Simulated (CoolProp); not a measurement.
Vapour-liquid equilibrium of CH2F2 (R32) (1) + 1-butene (2) at 32.65 °C; x and y are mole fractions of (1).

Model: multi-fluid Helmholtz-energy mixture model, Tillner-Roth 1997 and Lemmon 2005; pair parameters Bell 2016, in CoolProp.

```json
[
 {"x": "0.05", "bubble pressure (MPa)": "0.7524", "y at the bubble point": "0.484", "dew pressure at overall composition x (MPa)": "0.3936", "liquid density (mol/L)": "10.48"},
 {"x": "0.15", "bubble pressure (MPa)": "1.304", "y at the bubble point": "0.693", "dew pressure at overall composition x (MPa)": "0.4433", "liquid density (mol/L)": "10.82"},
 {"x": "0.25", "bubble pressure (MPa)": "1.629", "y at the bubble point": "0.752", "dew pressure at overall composition x (MPa)": "0.5065", "liquid density (mol/L)": "11.18"},
 {"x": "0.35", "bubble pressure (MPa)": "1.803", "y at the bubble point": "0.778", "dew pressure at overall composition x (MPa)": "0.5895", "liquid density (mol/L)": "11.57"},
 {"x": "0.45", "bubble pressure (MPa)": "1.897", "y at the bubble point": "0.793", "dew pressure at overall composition x (MPa)": "0.7034", "liquid density (mol/L)": "12.00"},
 {"x": "0.55", "bubble pressure (MPa)": "1.958", "y at the bubble point": "0.804", "dew pressure at overall composition x (MPa)": "0.8701", "liquid density (mol/L)": "12.51"},
 {"x": "0.65", "bubble pressure (MPa)": "2.011", "y at the bubble point": "0.817", "dew pressure at overall composition x (MPa)": "1.136", "liquid density (mol/L)": "13.17"},
 {"x": "0.75", "bubble pressure (MPa)": "2.064", "y at the bubble point": "0.838", "dew pressure at overall composition x (MPa)": "1.613", "liquid density (mol/L)": "14.04"},
 {"x": "0.85", "bubble pressure (MPa)": "2.107", "y at the bubble point": "0.873", "dew pressure at overall composition x (MPa)": "2.084", "liquid density (mol/L)": "15.24"},
 {"x": "0.95", "bubble pressure (MPa)": "2.106", "y at the bubble point": "0.941", "dew pressure at overall composition x (MPa)": "2.102", "liquid density (mol/L)": "16.85"}
]
```

y crosses x between x = 0.85 and 0.95: the model has an azeotrope there.

Pair parameters are fitted to limited data, so mixtures are less certain than the pure fluids. With so large a gap from Raoult's law the liquid may split in two, which this calculation doesn't test in full.
